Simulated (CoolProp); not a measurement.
Properties of fluorine along the isotherm 155 K.

The numbers come from the reference Helmholtz-energy equation of state, de Reuck 1990 in CoolProp.

```json
[
 {"p (kPa)": "63.2", "phase": "gas", "density (kg/m³)": "1.869", "cp (kJ/(kg K))": "0.7746", "cv (kJ/(kg K))": "0.5528", "isothermal compressibility (1/MPa)": "15.87", "fugacity coefficient": "0.9969"},
 {"p (kPa)": "95.4", "phase": "gas", "density (kg/m³)": "2.826", "cp (kJ/(kg K))": "(withheld)", "cv (kJ/(kg K))": "0.5536", "isothermal compressibility (1/MPa)": "10.53", "fugacity coefficient": "0.9953"},
 {"p (kPa)": "144", "phase": "gas", "density (kg/m³)": "4.276", "cp (kJ/(kg K))": "0.7805", "cv (kJ/(kg K))": "0.5547", "isothermal compressibility (1/MPa)": "6.995", "fugacity coefficient": "0.9929"},
 {"p (kPa)": "217", "phase": "gas", "density (kg/m³)": "6.468", "cp (kJ/(kg K))": "0.7859", "cv (kJ/(kg K))": "0.5565", "isothermal compressibility (1/MPa)": "4.660", "fugacity coefficient": "0.9892"},
 {"p (kPa)": "328", "phase": "gas", "density (kg/m³)": "9.833", "cp (kJ/(kg K))": "0.7943", "cv (kJ/(kg K))": "0.5591", "isothermal compressibility (1/MPa)": "3.101", "fugacity coefficient": "0.9837"},
 {"p (kPa)": "494", "phase": "gas", "density (kg/m³)": "14.94", "cp (kJ/(kg K))": "0.8071", "cv (kJ/(kg K))": "0.5630", "isothermal compressibility (1/MPa)": "(withheld)", "fugacity coefficient": "0.9755"},
 {"p (kPa)": "746", "phase": "gas", "density (kg/m³)": "22.87", "cp (kJ/(kg K))": "0.8273", "cv (kJ/(kg K))": "0.5689", "isothermal compressibility (1/MPa)": "1.396", "fugacity coefficient": "0.9630"},
 {"p (kPa)": "1120", "phase": "gas", "density (kg/m³)": "35.09", "cp (kJ/(kg K))": "0.8597", "cv (kJ/(kg K))": "0.5775", "isothermal compressibility (1/MPa)": "(withheld)", "fugacity coefficient": "0.9444"},
 {"p (kPa)": "1700", "phase": "gas", "density (kg/m³)": "(withheld)", "cp (kJ/(kg K))": "0.9164", "cv (kJ/(kg K))": "0.5906", "isothermal compressibility (1/MPa)": "0.6526", "fugacity coefficient": "0.9157"},
 {"p (kPa)": "2560", "phase": "gas", "density (kg/m³)": "88.20", "cp (kJ/(kg K))": "1.022", "cv (kJ/(kg K))": "0.6102", "isothermal compressibility (1/MPa)": "0.4646", "fugacity coefficient": "0.8732"},
 {"p (kPa)": "3860", "phase": "gas", "density (kg/m³)": "(withheld)", "cp (kJ/(kg K))": "1.272", "cv (kJ/(kg K))": "0.6429", "isothermal compressibility (1/MPa)": "0.3538", "fugacity coefficient": "(withheld)"},
 {"p (kPa)": "5830", "phase": "supercritical", "density (kg/m³)": "286.5", "cp (kJ/(kg K))": "(withheld)", "cv (kJ/(kg K))": "0.7200", "isothermal compressibility (1/MPa)": "0.3426", "fugacity coefficient": "0.7137"},
 {"p (kPa)": "8790", "phase": "supercritical", "density (kg/m³)": "733.0", "cp (kJ/(kg K))": "3.912", "cv (kJ/(kg K))": "0.7569", "isothermal compressibility (1/MPa)": "0.1267", "fugacity coefficient": "0.5707"},
 {"p (kPa)": "13300", "phase": "supercritical", "density (kg/m³)": "931.4", "cp (kJ/(kg K))": "2.124", "cv (kJ/(kg K))": "0.7004", "isothermal compressibility (1/MPa)": "(withheld)", "fugacity coefficient": "0.4410"},
 {"p (kPa)": "20000", "phase": "supercritical", "density (kg/m³)": "1043", "cp (kJ/(kg K))": "1.692", "cv (kJ/(kg K))": "0.6949", "isothermal compressibility (1/MPa)": "0.01154", "fugacity coefficient": "0.3578"}
]
```

Problem. What belongs in the gaps?

Solution. 
- 95.4, cp (kJ/(kg K)): 0.7770
- 494, isothermal compressibility (1/MPa): 2.078
- 1120, isothermal compressibility (1/MPa): 0.9518
- 1700, density (kg/m³): 55.19
- 3860, density (kg/m³): 148.2
- 3860, fugacity coefficient: 0.8096
- 5830, cp (kJ/(kg K)): 2.349
- 13300, isothermal compressibility (1/MPa): 0.02617

The peak of cp marks the crossing from liquid-like to gas-like fluid above the critical point.
